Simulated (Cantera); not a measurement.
An adiabatic, constant-volume homogeneous reactor starts with CH4 : CO : O2 : N2 = 1 : 0.072 : 1.36 : 5.1 (molar parts), equivalence ratio 1.5, at 1648 K and 8.59 atm. Integrator tolerance rtol = 1e-08.

Cantera simulation using GRI-Mech 3.0 (53 species, 325 reactions); the numbers are that mechanism's predictions, not measurements. Above 3000 K some thermodynamic fits are extrapolated.

### Question
What does this change do: initial temperature 1648 to 1573 K?

### Answer
```csv
quantity,before,after
time of steepest temperature rise,61.2 µs,0.120 ms
temperature at 1.00 s,3152 K,3117 K
equilibrium temperature,3152 K,3117 K
x(CH4) at 1.00 s,2.92e-11 (gas-phase equilibrium 3.39e-11),3.28e-11 (gas-phase equilibrium 3.79e-11)
x(CO) at 1.00 s,0.0997 (gas-phase equilibrium 0.0997),0.0993 (gas-phase equilibrium 0.0993)
x(O2) at 1.00 s,0.00146 (gas-phase equilibrium 0.00146),0.00119 (gas-phase equilibrium 0.00119)
x(HO2) at 1.00 s,3.42e-6 (gas-phase equilibrium 3.42e-6),2.83e-6 (gas-phase equilibrium 2.83e-6)
x(OH) at 1.00 s,0.0126 (gas-phase equilibrium 0.0126),0.0112 (gas-phase equilibrium 0.0112)
x(C2H2) at 1.00 s,<1e-12 (gas-phase equilibrium <1e-12),<1e-12 (gas-phase equilibrium <1e-12)
```

### Question
What does this change do: CH4 1 to 1.4 parts?

### Answer
| quantity | before | after |
|---|---|---|
| time of steepest temperature rise | 61.2 µs | 69.6 µs |
| temperature at 1.00 s | 3152 K | 2911 K |
| equilibrium temperature | 3152 K | 2911 K |
| x(CH4) at 1.00 s | 2.92e-11 (gas-phase equilibrium 3.39e-11) | 1.40e-9 (gas-phase equilibrium 1.57e-9) |
| x(CO) at 1.00 s | 0.0997 (gas-phase equilibrium 0.0997) | 0.142 (gas-phase equilibrium 0.142) |
| x(O2) at 1.00 s | 0.00146 (gas-phase equilibrium 0.00146) | 3.21e-5 (gas-phase equilibrium 3.21e-5) |
| x(HO2) at 1.00 s | 3.42e-6 (gas-phase equilibrium 3.42e-6) | 1.13e-7 (gas-phase equilibrium 1.13e-7) |
| x(OH) at 1.00 s | 0.0126 (gas-phase equilibrium 0.0126) | 0.00260 (gas-phase equilibrium 0.00260) |
| x(C2H2) at 1.00 s | <1e-12 (gas-phase equilibrium <1e-12) | 9.34e-12 (gas-phase equilibrium 1.03e-11) |

### Question
What does this change do: pressure from 8.59 atm to 0.987 atm?

### Answer
```
quantity                                                              before                                    after
---------------------------------  -----------------------------------------  ---------------------------------------
time of steepest temperature rise                                    61.2 µs                                 0.335 ms
temperature at 1.00 s                                                 3152 K                                   2962 K
equilibrium temperature                                               3152 K                                   2962 K
x(CH4) at 1.00 s                   2.92e-11 (gas-phase equilibrium 3.39e-11)    <1e-12 (gas-phase equilibrium <1e-12)
x(CO) at 1.00 s                        0.0997 (gas-phase equilibrium 0.0997)    0.0996 (gas-phase equilibrium 0.0996)
x(O2) at 1.00 s                      0.00146 (gas-phase equilibrium 0.00146)  0.00318 (gas-phase equilibrium 0.00318)
x(HO2) at 1.00 s                     3.42e-6 (gas-phase equilibrium 3.42e-6)  2.43e-6 (gas-phase equilibrium 2.43e-6)
x(OH) at 1.00 s                        0.0126 (gas-phase equilibrium 0.0126)    0.0173 (gas-phase equilibrium 0.0173)
x(C2H2) at 1.00 s                      <1e-12 (gas-phase equilibrium <1e-12)    <1e-12 (gas-phase equilibrium <1e-12)
```
